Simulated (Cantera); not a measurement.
An adiabatic, constant-volume homogeneous reactor starts with CH4 : C2H6 : C3H8 : O2 : N2 = 1 : 0.13 : 0.031 : 3.11 : 11.7 (molar parts), at 1000 K and 10.0 bar. Integrator tolerance rtol = 1e-08.

Computed with Cantera and GRI-Mech 3.0 (53 species, 325 reactions).

Question: What does this change do: initial temperature 1000 to 1225 K?

Answer: 
```
quantity                                                          before                                  after
---------------------------------  -------------------------------------  -------------------------------------
time of steepest temperature rise                                20.4 ms                               0.569 ms
temperature at 2.00 s                                             2817 K                                 2915 K
equilibrium temperature                                           2817 K                                 2915 K
x(CH4) at 2.00 s                   <1e-12 (gas-phase equilibrium <1e-12)  <1e-12 (gas-phase equilibrium <1e-12)
x(C2H6) at 2.00 s                  <1e-12 (gas-phase equilibrium <1e-12)  <1e-12 (gas-phase equilibrium <1e-12)
x(C3H8) at 2.00 s                  <1e-12 (gas-phase equilibrium <1e-12)  <1e-12 (gas-phase equilibrium <1e-12)
x(C2H4) at 2.00 s                  <1e-12 (gas-phase equilibrium <1e-12)  <1e-12 (gas-phase equilibrium <1e-12)
x(CH2) at 2.00 s                   <1e-12 (gas-phase equilibrium <1e-12)  <1e-12 (gas-phase equilibrium <1e-12)
```

Question: What does this change do: pressure from 10.0 bar to 0.520 bar?

Answer: 
```json
[
 {"quantity": "time of steepest temperature rise", "before": "20.4 ms", "after": "0.141 s"},
 {"quantity": "temperature at 2.00 s", "before": "2817 K", "after": "2653 K"},
 {"quantity": "equilibrium temperature", "before": "2817 K", "after": "2653 K"},
 {"quantity": "x(CH4) at 2.00 s", "before": "<1e-12 (gas-phase equilibrium <1e-12)", "after": "<1e-12 (gas-phase equilibrium <1e-12)"},
 {"quantity": "x(C2H6) at 2.00 s", "before": "<1e-12 (gas-phase equilibrium <1e-12)", "after": "<1e-12 (gas-phase equilibrium <1e-12)"},
 {"quantity": "x(C3H8) at 2.00 s", "before": "<1e-12 (gas-phase equilibrium <1e-12)", "after": "<1e-12 (gas-phase equilibrium <1e-12)"},
 {"quantity": "x(C2H4) at 2.00 s", "before": "<1e-12 (gas-phase equilibrium <1e-12)", "after": "<1e-12 (gas-phase equilibrium <1e-12)"},
 {"quantity": "x(CH2) at 2.00 s", "before": "<1e-12 (gas-phase equilibrium <1e-12)", "after": "<1e-12 (gas-phase equilibrium <1e-12)"}
]
```
